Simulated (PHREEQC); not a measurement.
**City or well water: speciation**

Synthetic water in mg/kgw, 25 °C, pH 8.1, pe 12:

| constituent | mg/kgw |
|---|---|
| Na | 45.5 |
| K | 29.6 |
| Ca | 36.8 |
| Mg | 4.55 |
| Cl | 53.1 |
| S(6) as SO4 | 120 |
| Alkalinity as HCO3 | 24.7 |
| Pb | 0.355 |

Valence states are taken as typed.

Model: ion-association model, phreeqc.dat, run in PHREEQC.

- ionic strength = 0.00656 mol/kgw
- specific conductance = 534 µS/cm
- charge-balance error = 6.2 %

```
species  molality  activity   log γ
-------  --------  --------  ------
Na+       0.00197   0.00181  -0.037
Cl-       0.00150   0.00137  -0.038
SO4-2     0.00113  0.000807  -0.146
Ca+2     0.000828  0.000593  -0.145
K+       0.000753  0.000690  -0.038
HCO3-    0.000386  0.000355  -0.036
Mg+2     0.000164  0.000118  -0.143
```

No solid was allowed to form. Saturation is exceeded, for instance for Pb(OH)2, Cerussite; the values hold only as long as no solid forms. Complexes and solids missing from the database can't appear.
